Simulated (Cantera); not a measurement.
**Aluminium nitride and oxide growth: Al(CH₃)₃ + H₂O + H₂ + NH₃**

Charge: 1 mol Al(CH₃)₃, 32 mol H₂O, 170 mol H₂, 0.5 mol NH₃, at 2.70 mbar.

Method: chemical equilibrium by Gibbs-energy minimisation in Cantera with the NASA 1993 tables (ideal gas, pure condensed phases). Candidate condensed phases: Al, AlN, Al₂O₃, C, C₆H₆, C₇H₈, C₈H₁₈, H₂O; 148 gas species. The feed counts by its element totals alone. The tables' values for AlOH are old estimates; treat these amounts as uncertain. The numbers say what is thermodynamically allowed, not how fast it happens.

From 1050 K to 2150 K the condensed part is Al₂O₃(s).

```json
[
 {"T (K)": "1050", "x H₂": "0.856", "x H₂O": "0.129", "x H": "1.44e-7", "x CO": "0.0121", "x CO₂": "0.00214", "x OH": "6.92e-11", "x N₂": "0.00119", "n Al₂O₃(s)": "0.500"},
 {"T (K)": "1150", "x H₂": "0.856", "x H₂O": "0.129", "x H": "1.33e-6", "x CO": "0.0126", "x CO₂": "0.00160", "x OH": "1.21e-9", "x N₂": "0.00119", "n Al₂O₃(s)": "0.500"},
 {"T (K)": "1250", "x H₂": "0.855", "x H₂O": "0.129", "x H": "8.60e-6", "x CO": "0.0130", "x CO₂": "0.00126", "x OH": "1.34e-8", "x N₂": "0.00119", "n Al₂O₃(s)": "0.500"},
 {"T (K)": "1350", "x H₂": "0.855", "x H₂O": "0.130", "x H": "4.24e-5", "x CO": "0.0132", "x CO₂": "0.00102", "x OH": "1.04e-7", "x N₂": "0.00119", "n Al₂O₃(s)": "0.500"},
 {"T (K)": "1450", "x H₂": "0.855", "x H₂O": "0.130", "x H": "0.000168", "x CO": "0.0134", "x CO₂": "0.000855", "x OH": "6.13e-7", "x N₂": "0.00119", "n Al₂O₃(s)": "0.500"},
 {"T (K)": "1550", "x H₂": "0.854", "x H₂O": "0.130", "x H": "0.000560", "x CO": "0.0135", "x CO₂": "0.000735", "x OH": "2.86e-6", "x N₂": "0.00119", "n Al₂O₃(s)": "0.500"},
 {"T (K)": "1650", "x H₂": "0.853", "x H₂O": "0.130", "x H": "0.00161", "x CO": "0.0136", "x CO₂": "0.000644", "x OH": "1.11e-5", "x N₂": "0.00119", "n Al₂O₃(s)": "0.500"},
 {"T (K)": "1750", "x H₂": "0.851", "x H₂O": "0.130", "x H": "0.00413", "x CO": "0.0136", "x CO₂": "0.000575", "x OH": "3.69e-5", "x N₂": "0.00119", "n Al₂O₃(s)": "0.500"},
 {"T (K)": "1850", "x H₂": "0.846", "x H₂O": "0.129", "x H": "0.00953", "x CO": "0.0137", "x CO₂": "0.000520", "x OH": "0.000108", "x N₂": "0.00118", "n Al₂O₃(s)": "0.500"},
 {"T (K)": "1950", "x H₂": "0.836", "x H₂O": "0.129", "x H": "0.0202", "x CO": "0.0136", "x CO₂": "0.000477", "x OH": "0.000282", "x N₂": "0.00118", "n Al₂O₃(s)": "0.500"},
 {"T (K)": "2050", "x H₂": "0.818", "x H₂O": "0.127", "x H": "0.0395", "x CO": "0.0135", "x CO₂": "0.000440", "x OH": "0.000669", "x N₂": "0.00116", "n Al₂O₃(s)": "0.499"},
 {"T (K)": "2150", "x H₂": "0.788", "x H₂O": "0.124", "x H": "0.0720", "x CO": "0.0133", "x CO₂": "0.000410", "x OH": "0.00146", "x N₂": "0.00114", "n Al₂O₃(s)": "0.495"}
]
```
x: gas mole fraction; n: condensed amount in mol.
